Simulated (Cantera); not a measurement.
# Low-pressure radical oxidation in H2/O2

An isothermal, constant-pressure homogeneous reactor starts with H₂ : O₂ : H₂O = 0.028 : 1 : 0.02 (molar parts), equivalence ratio 0.014, at 1023 K and 2670 Pa.

Detailed kinetics in Cantera: the H2/O2 subset of GRI-Mech 3.0, which has no nitrogen chemistry. Radical loss at walls, strong at low pressure, is not modelled.

```json
[
 {"t (s)": "4.00e-6", "x H₂": "0.0267", "x O₂": "0.954", "x OH": "<1e-12", "x H₂O₂": "<1e-12", "x O": "<1e-12", "x H₂O": "0.0191"},
 {"t (s)": "2.87e-5", "x H₂": "0.0267", "x O₂": "0.954", "x OH": "5.18e-12", "x H₂O₂": "<1e-12", "x O": "5.53e-12", "x H₂O": "0.0191"},
 {"t (s)": "0.000206", "x H₂": "0.0267", "x O₂": "0.954", "x OH": "1.22e-10", "x H₂O₂": "<1e-12", "x O": "1.83e-10", "x H₂O": "0.0191"},
 {"t (s)": "0.00147", "x H₂": "0.0267", "x O₂": "0.954", "x OH": "5.13e-8", "x H₂O₂": "1.34e-12", "x O": "9.81e-8", "x H₂O": "0.0191"},
 {"t (s)": "0.0106", "x H₂": "0.000328", "x O₂": "0.947", "x OH": "0.000843", "x H₂O₂": "2.00e-7", "x O": "0.00543", "x H₂O": "0.0450"},
 {"t (s)": "0.0757", "x H₂": "8.07e-6", "x O₂": "0.953", "x OH": "0.000129", "x H₂O₂": "1.03e-7", "x O": "0.000164", "x H₂O": "0.0463"},
 {"t (s)": "0.543", "x H₂": "1.95e-7", "x O₂": "0.954", "x OH": "2.35e-5", "x H₂O₂": "2.20e-8", "x O": "5.27e-6", "x H₂O": "0.0464"},
 {"t (s)": "3.89", "x H₂": "1.07e-8", "x O₂": "0.954", "x OH": "6.18e-6", "x H₂O₂": "3.31e-9", "x O": "3.65e-7", "x H₂O": "0.0464"},
 {"t (s)": "27.9", "x H₂": "1.05e-9", "x O₂": "0.954", "x OH": "2.01e-6", "x H₂O₂": "4.76e-10", "x O": "3.88e-8", "x H₂O": "0.0464"},
 {"t (s)": "200", "x H₂": "1.36e-10", "x O₂": "0.954", "x OH": "7.30e-7", "x H₂O₂": "7.16e-11", "x O": "5.15e-9", "x H₂O": "0.0464"}
]
```
x: mole fraction; the columns are a selection and need not sum to one.

Equilibrium at this temperature and pressure: H₂ 5.01e-11, O₂ 0.954, OH 4.41e-7, H₂O₂ 2.78e-11, O 1.87e-9, H₂O 0.0464 (gas phase only).
